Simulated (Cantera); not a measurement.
An adiabatic, constant-volume homogeneous reactor starts with 15.4 % CH₃OH, 17.7 % O₂, 66.9 % N₂, equivalence ratio 1.3, at 1400 K and 9.87 atm.

Detailed kinetics in Cantera: GRI-Mech 3.0 (53 species, 325 reactions). GRI-Mech 3.0 was tuned for natural gas; its chemistry of methanol as a main component is partial and can be far from experiment. Above 3000 K some thermodynamic fits are extrapolated.

Q: Predict: time of steepest temperature rise; temperature at 0.800 s; equilibrium temperature; x(O₂) at 0.800 s; x(H₂O) at 0.800 s; x(H₂) at 0.800 s; x(H) at 0.800 s.

A: 
| Property | Result |
|---|---|
| time of steepest temperature rise | 78.5 µs |
| temperature at 0.800 s | 3073 K |
| equilibrium temperature | 3073 K |
| x(O₂) at 0.800 s | 0.00423 (gas-phase equilibrium 0.00423) |
| x(H₂O) at 0.800 s | 0.217 (gas-phase equilibrium 0.217) |
| x(H₂) at 0.800 s | 0.0380 (gas-phase equilibrium 0.0380) |
| x(H) at 0.800 s | 0.00766 (gas-phase equilibrium 0.00766) |
